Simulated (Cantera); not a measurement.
What does this Cantera script print?

```python
import numpy as np
import cantera as ct

gas = ct.Solution("gri30.yaml")
gas.TPX = 1750, 100000, {'CH4': 1, 'O2': 2.86, 'N2': 10.7, 'H2O': 2.9}
reactor = ct.IdealGasReactor(gas, energy="on", clone=False)
net = ct.ReactorNet([reactor])
net.rtol, net.atol = 1e-08, 1e-16
show = ['CH4', 'O2', 'H2O', 'NO', 'HCN', 'H', 'H2']
times = np.geomspace(8e-06, 3, 14)

steps = ct.SolutionArray(gas, extra=["t"])
rows = []
print(f"{'t/s':>10s}{'T/K':>9s}{'P/Pa':>11s}" + "".join(f"{s:>11s}" for s in show))
for t in times:
    while net.time < t:
        t_next = net.step()
        steps.append(gas.state, t=t_next)
    rows.append([np.interp(t, steps.t, y) for y in (steps.T, steps.P, *steps(*show).X.T)])
    print(f"{t:10.3e}{rows[-1][0]:9.1f}{rows[-1][1]:11.4g}" + "".join(f"{x:11.3e}" for x in rows[-1][2:]))
rate = np.gradient(steps.T, steps.t)
print("integrator steps:", len(steps.t))
if steps.T.max() > steps.T[0] + 200:
    print(f"time of steepest temperature rise: {steps.t[rate.argmax()]:.4e} s")
gas.TPX = 1750, 100000, {'CH4': 1, 'O2': 2.86, 'N2': 10.7, 'H2O': 2.9}
gas.equilibrate("UV")
print(f"equilibrium (UV): T = {gas.T:.1f} K  " + "  ".join(f"{s} {gas[s].X[0]:.3e}" for s in show))
```

It prints:

```
       t/s      T/K       P/Pa        CH4         O2        H2O         NO        HCN          H         H2
 8.000e-06   1749.8  9.999e+04  5.722e-02  1.638e-01  1.661e-01  8.556e-13  2.488e-14  6.043e-07  1.045e-05
 2.147e-05   1749.4  9.997e+04  5.707e-02  1.637e-01  1.662e-01  3.848e-12  2.422e-13  9.005e-07  3.537e-05
 5.763e-05   1749.8      1e+05  5.618e-02  1.633e-01  1.666e-01  2.712e-11  4.111e-12  3.488e-06  2.072e-04
 1.547e-04   2360.5  1.416e+05  1.370e-09  6.412e-02  2.305e-01  1.293e-05  4.959e-07  1.179e-02  1.810e-02
 4.151e-04   2690.8  1.579e+05  3.264e-16  5.216e-02  2.463e-01  1.198e-03  5.040e-11  4.856e-03  1.215e-02
 1.114e-03   2687.0  1.576e+05  3.278e-16  5.080e-02  2.466e-01  4.239e-03  8.835e-11  4.786e-03  1.213e-02
 2.990e-03   2680.5  1.572e+05  3.302e-16  4.853e-02  2.471e-01  9.324e-03  1.479e-10  4.669e-03  1.212e-02
 8.026e-03   2676.5  1.569e+05  3.316e-16  4.715e-02  2.475e-01  1.241e-02  1.821e-10  4.599e-03  1.211e-02
 2.154e-02   2676.3  1.569e+05  3.317e-16  4.705e-02  2.475e-01  1.263e-02  1.845e-10  4.594e-03  1.211e-02
 5.781e-02   2676.3  1.569e+05  3.317e-16  4.705e-02  2.475e-01  1.263e-02  1.845e-10  4.594e-03  1.211e-02
 1.552e-01   2676.3  1.569e+05  3.317e-16  4.705e-02  2.475e-01  1.263e-02  1.845e-10  4.594e-03  1.211e-02
 4.165e-01   2676.3  1.569e+05  3.317e-16  4.705e-02  2.475e-01  1.263e-02  1.845e-10  4.594e-03  1.211e-02
 1.118e+00   2676.3  1.569e+05  3.317e-16  4.705e-02  2.475e-01  1.263e-02  1.845e-10  4.594e-03  1.211e-02
 3.000e+00   2676.3  1.569e+05  3.317e-16  4.705e-02  2.475e-01  1.263e-02  1.845e-10  4.594e-03  1.211e-02
integrator steps: 1651
time of steepest temperature rise: 1.5022e-04 s
equilibrium (UV): T = 2676.3 K  CH4 4.456e-16  O2 4.705e-02  H2O 2.475e-01  NO 1.263e-02  HCN 1.845e-10  H 4.594e-03  H2 1.211e-02
```

Model: GRI-Mech 3.0 (53 species, 325 reactions), integrated in Cantera.
